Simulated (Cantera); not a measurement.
Charge: 1 mol Si₂H₆, 0.036 mol HCl, 710 mol H₂, at 0.133 bar.

Method: chemical equilibrium by Gibbs-energy minimisation in Cantera with the NASA 1993 tables (ideal gas, pure condensed phases). Candidate condensed phases: Si; 19 gas species. The feed counts by its element totals alone. Gases not in the tables: Si₂H₆ and higher silanes. Kinetics and transport are ignored.

x: gas mole fraction; n: condensed amount in mol.

```
T (°C)   x H₂       x H    x HCl    x SiH₂    x Si     x SiH  n Si(s)  n Si(l)
------  -----  --------  -------  --------  ------  --------  -------  -------
552     1.000  2.17e-11  4.94e-5    <1e-12  <1e-12    <1e-12     2.00        0
652     1.000  7.13e-10  5.03e-5  8.88e-12  <1e-12    <1e-12     2.00        0
752     1.000   1.19e-8  5.04e-5  1.90e-10  <1e-12    <1e-12     2.00        0
852     1.000   1.22e-7  5.05e-5   2.37e-9  <1e-12  4.80e-12     2.00        0
952     1.000   8.54e-7  5.05e-5   1.95e-8       …  1.21e-10     2.00        0
1052    1.000   4.48e-6  5.05e-5   1.17e-7       …   1.87e-9     2.00        0
1152    1.000   1.87e-5  5.05e-5   5.42e-7       …   1.96e-8     2.00        0
1252    1.000   6.48e-5  5.05e-5   2.06e-6       …   1.50e-7     2.00        0
1352    1.000  0.000193  5.04e-5   6.61e-6       …   8.89e-7     1.99        0
1452    0.999  0.000508  5.04e-5   1.72e-5       …   3.97e-6        0     1.98
```

Problem. Some entries are withheld; supply them.

Solution. 
- 952, x Si: 2.59e-11
- 1052, x Si: 7.07e-10
- 1152, x Si: 1.21e-8
- 1252, x Si: 1.42e-7
- 1352, x Si: 1.22e-6
- 1452, x Si: 7.61e-6
